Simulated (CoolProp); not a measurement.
Vapour-liquid equilibrium of n-butane (1) + cyclohexane (2) at 0.284 MPa; x and y are mole fractions of (1).

Computed with CoolProp (multi-fluid Helmholtz-energy mixture model, Bücker 2006 and Zhou 2014; pair parameters Bell 2016).

**Question.** Give the bubble temperature and the first vapour's composition at x = 0.05, 0.2, 0.8. Is there an azeotrope?

**Answer.** x = 0.05: 383.7 K, y = 0.220; x = 0.2: 359.3 K, y = 0.649; x = 0.8: 310.6 K, y = 0.982. No azeotrope shows between x = 0.05 and 0.95.

The pair parameters rest on a limited set of measurements; away from them the model extrapolates.
